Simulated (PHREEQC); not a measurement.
PHREEQC input (ion-association model, wateq4f.dat):

```
SOLUTION_MASTER_SPECIES
  An  An-  0  An  62.0  # stands for a non-complexing anion
SOLUTION_SPECIES
  An- = An-
    -log_k 0
    -gamma 3.0 0
PHASES
  Fix_H+
    H+ = H+
    -log_k 0
SOLUTION 1
  temp 25
  units mmol/kgw
  pH 7 charge
  Cl 0.066
  Zn 0.03321
  S(6) 0.00021
  B 0.0018
  Na 100
  An 100
END
SELECTED_OUTPUT 1
  -reset false
  -pH true
  -pe true
  -ionic_strength true
  -water true
  -totals B Cl Na S Zn S(-2) S(6)
  -molalities Hfo_wOH Hfo_wOH2+ Hfo_wO- Hfo_sOH Hfo_sOH2+ Hfo_sO- Hfo_wH2BO3 Hfo_sOZn+ Hfo_wOZn+ Hfo_wSO4-
    Hfo_wOHSO4-2
  -saturation_indices Zn(OH)2-e Zn4(OH)6SO4 Zn5(OH)8Cl2 Halite Mirabilite Goslarite
USER_PUNCH 1
  -headings sigma psi
  10 PUNCH EDL("sigma", "Hfo"), EDL("psi", "Hfo")
PRINT
  -reset false
USE solution 1
SURFACE 1
  Hfo_wOH 0.000114607 600 0.051
  Hfo_sOH 2.86517e-06
EQUILIBRIUM_PHASES 1
  Fix_H+ -3 HAn 10
    -force_equality true
  O2(g) -0.68 10
END
# ... the last block is repeated for the other 12 points of pH, with NaOH or the acid as the point needs
```

Selected output (columns that matter, 13 of 13 rows; pH added in front):

```
pH	mu	B	Na	S	Zn	m_Hfo_wOH	si_Zn(OH)2-e	si_Zn4(OH)6SO4	si_Zn5(OH)8Cl2	si_Halite	si_Mirabilite	si_Goslarite	sigma	psi
3	0.10137	1.8e-06	0.1	1.2691e-08	3.321e-05	2.1755e-06	-10.381	-38.338	-47.497	-6.9867	-9.5326	-11.346	0.36213	0.15247
3.5	0.10054	1.8e-06	0.1	1.3533e-08	3.321e-05	6.2126e-06	-9.3798	-35.294	-43.491	-6.9861	-9.4916	-11.305	0.349	0.15079
4	0.10027	1.7999e-06	0.1	1.7279e-08	3.3208e-05	1.5171e-05	-8.3795	-32.182	-39.489	-6.9859	-9.3813	-11.194	0.3197	0.14638
4.5	0.10018	1.7998e-06	0.1	2.7928e-08	3.3195e-05	2.964e-05	-7.3796	-28.973	-35.49	-6.9858	-9.1715	-10.985	0.27172	0.13812
5	0.10014	1.7996e-06	0.1	5.4756e-08	3.3098e-05	4.6531e-05	-6.3808	-25.685	-31.496	-6.9858	-8.8786	-10.693	0.21414	0.12603
5.5	0.10013	1.7995e-06	0.1	1.0697e-07	3.2533e-05	6.2015e-05	-5.3883	-22.424	-27.533	-6.9858	-8.5876	-10.41	0.15903	0.11106
6	0.10011	1.7994e-06	0.1	1.6483e-07	3.1056e-05	7.4011e-05	-4.4087	-19.318	-23.635	-6.9858	-8.3998	-10.242	0.11309	0.094186
6.5	0.1001	1.7994e-06	0.1	1.9671e-07	2.8964e-05	8.1189e-05	-3.4395	-16.364	-19.789	-6.9858	-8.3229	-10.196	0.077174	0.075968
7	0.10008	1.7994e-06	0.1	2.0643e-07	2.2807e-05	8.1539e-05	-2.5451	-13.765	-16.317	-6.9857	-8.3018	-10.281	0.052787	0.059133
7.5	0.10007	1.7995e-06	0.10003	2.0886e-07	1.2078e-05	7.2577e-05	-1.8282	-11.893	-13.733	-6.9856	-8.2964	-10.559	0.038206	0.046349
8	0.10007	1.7996e-06	0.10005	2.0969e-07	4.0905e-06	6.0298e-05	-1.3321	-10.906	-12.252	-6.9855	-8.2944	-11.061	0.02468	0.032051
8.5	0.10007	1.7997e-06	0.10007	2.0994e-07	1.1588e-06	5.2194e-05	-1.0585	-10.812	-11.884	-6.9854	-8.2937	-11.786	0.0089195	0.012233
9	0.10008	1.7998e-06	0.10008	2.0999e-07	6.5594e-07	4.7091e-05	-0.8947	-11.156	-12.065	-6.9854	-8.2935	-12.623	-0.0078146	-0.01074
```

Species that the database lacks are ignored. The oxide is taken as insoluble; below pH 4 it would dissolve.
